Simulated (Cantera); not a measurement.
Input (Python, Cantera) and output of one run.

```python
import numpy as np
import cantera as ct

gas_names = """
    H HNO HNO2 HNO3 HO2 H2 H2O H2O2 N NH NH2 NH3 NH2OH NO NO2 NO3 N2 N2H2 N2H4 N2O O OH O2 O3 Si SiH
    SiH2 SiH3 SiH4 SiN SiO SiO2 Si2 Si2N Si3
""".split()
cond_names = """
    H2O(s) H2O(L) Si(cr) Si(L) SiO2(Lqz) SiO2(hqz) SiO2(L) Si2N2O(s) Si3N4(a)
""".split()


# ... load() reads the species with a 1 bar reference pressure and builds the phases ...
atoms = {
    'Si3N4': {'Si': 3, 'N': 4},
    'N2O': {'N': 2, 'O': 1},
    'H2': {'H': 2},
}
top_T = {'Si2N2O(s)': 2100, 'Si3N4(a)': 2400}  # K; cautious upper limits of use, not melting points


# ... equilibrate(T, P, feed) seeds the gas with the atoms and calls Mixture.equilibrate('TP', solver="vcs", rtol=1e-11, max_steps=5000) ...
results = []
feed = {'Si3N4': 1, 'N2O': 1.2, 'H2': 45}  # mol
P = 100000  # Pa
for T in [1650, 1700, 1750, 1800, 1850, 1900, 1950, 2000, 2050]:
    mix = equilibrate(T, P, feed)
    results.append((T, P, feed, dict(zip(mix.species_names, mix.species_moles))))

top = {s: max(r[3][s] / sum(r[3][g] for g in gas_names) for r in results) for s in gas_names}
cols = sorted((s for s in top if top[s] > 1e-05), key=lambda s: -top[s])[:8]
seen = [c for c in cond_names if any(r[3].get(c, 0) > 1e-12 for r in results)]
print("log10 of partial pressures in bar; condensed amounts in mol")
print(f"{'T/K':>10s}" + "".join(f"{s[:9]:>10s}" for s in cols + seen))
for T, P, feed, n in results:
    ng = sum(n[g] for g in gas_names)
    print(f"{T:10.4g}" + "".join(f"{np.log10(max(n[s] / ng * P / 1e5, 1e-99)):10.3f}" for s in cols)
          + "".join(f"{n.get(c, 0):10.4g}" for c in seen))
```

It prints:

```
log10 of partial pressures in bar; condensed amounts in mol
       T/K        H2        N2       SiO         H      SiH2        Si       SiH       H2O     Si(L) Si2N2O(s)  Si3N4(a)
      1650    -0.015    -1.464    -5.193    -4.049    -6.209    -7.703    -7.449    -6.714         0       1.2    0.2001
      1700    -0.015    -1.464    -4.658    -3.839    -5.758    -7.064    -6.882    -6.536         0     1.199    0.2003
      1750    -0.015    -1.464    -4.155    -3.641    -5.334    -6.461    -6.347    -6.368         0     1.197     0.201
      1800    -0.015    -1.463    -3.681    -3.454    -4.934    -5.893    -5.843    -6.210         0      1.19     0.203
      1850    -0.016    -1.462    -3.234    -3.277    -4.557    -5.356    -5.368    -6.061         0     1.173    0.2085
      1900    -0.019    -1.385    -2.837    -3.110    -4.254    -4.899    -4.970    -5.898    0.4682     1.131   0.06548
      1950    -0.024    -1.326    -2.289    -2.953    -4.125    -4.623    -4.752    -5.416    0.8385    0.9558         0
      2000    -0.034    -1.243    -1.797    -2.806    -4.008    -4.361    -4.547    -4.992     1.368     0.424         0
      2050    -0.042    -1.189    -1.615    -2.665    -3.895    -4.112    -4.351    -4.873     1.787         0         0
```

Equilibrium computed with Cantera from the NASA thermochemical tables; the gas is ideal and each condensed phase is pure. Mutual solubility and eutectic melting of coexisting phases are not modelled. Gases not in the tables: Si2H6 and higher silanes.
